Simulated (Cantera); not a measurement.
Cantera run:

```python
import numpy as np
import cantera as ct

gas_names = """
    Fe FeO Fe(OH)2 H HNO HNO2 HNO3 HO2 H2 H2O H2O2 N NH NH2 NH3 NH2OH NO NO2 NO3 N2 N2H2 N2H4 N2O O OH
    O2 O3
""".split()
cond_names = """
    Fe(a) Fe(c) Fe(d) Fe(L) FeO(s) FeO(L) Fe(OH)2(s) Fe(OH)3(s) Fe2O3(s) Fe3O4(s) H2O(s) H2O(L)
""".split()


# ... load() reads the species with a 1 bar reference pressure and builds the phases ...
atoms = {
    'Fe': {'Fe': 1},
    'H2O': {'H': 2, 'O': 1},
    'N2': {'N': 2},
}
top_T = {'Fe2O3(s)': 1830, 'Fe3O4(s)': 1870}  # K; cautious upper limits of use, not melting points


# ... equilibrate(T, P, feed) seeds the gas with the atoms and calls Mixture.equilibrate('TP', solver="vcs", rtol=1e-11, max_steps=5000) ...
results = []
T = 1173.15  # K
P = 15000  # Pa
for m in [0.13, 0.48, 0.82, 1.2, 1.5, 1.9, 2.2, 2.5]:
    feed = {'Fe': 1, 'H2O': m, 'N2': 0.59}  # mol
    mix = equilibrate(T, P, feed)
    results.append((T, P, feed, dict(zip(mix.species_names, mix.species_moles))))

top = {s: max(r[3][s] / sum(r[3][g] for g in gas_names) for r in results) for s in gas_names}
cols = sorted((s for s in top if top[s] > 1e-05), key=lambda s: -top[s])[:9]
seen = [c for c in cond_names if any(r[3].get(c, 0) > 1e-12 for r in results)]
print("log10 of partial pressures in bar; condensed amounts in mol")
print(f"{'n(H2O)':>10s}" + "".join(f"{s[:9]:>10s}" for s in cols + seen))
for T, P, feed, n in results:
    ng = sum(n[g] for g in gas_names)
    print(f"{feed['H2O']:10.4g}" + "".join(f"{np.log10(max(n[s] / ng * P / 1e5, 1e-99)):10.3f}" for s in cols)
          + "".join(f"{n.get(c, 0):10.4g}" for c in seen))
```

Result:

```
log10 of partial pressures in bar; condensed amounts in mol
    n(H2O)        N2        H2       H2O     Fe(a)    FeO(s)
      0.13    -0.910    -1.669    -2.248    0.8971    0.1029
      0.48    -1.082    -1.274    -1.853      0.62      0.38
      0.82    -1.202    -1.161    -1.740    0.3509    0.6491
       1.2    -1.306    -1.099    -1.679   0.05009    0.9499
       1.5    -1.373    -1.144    -1.445         0         1
       1.9    -1.449    -1.220    -1.266         0         1
       2.2    -1.499    -1.270    -1.190         0         1
       2.5    -1.543    -1.314    -1.138         0         1
```

Method: chemical equilibrium by Gibbs-energy minimisation in Cantera with the NASA 1993 tables (ideal gas, pure condensed phases). Mutual solubility and eutectic melting of coexisting phases are not modelled. The tables' stoichiometric FeO is somewhat more stable than real wüstite, so its field is too wide. FeO: taken at fixed stoichiometry.
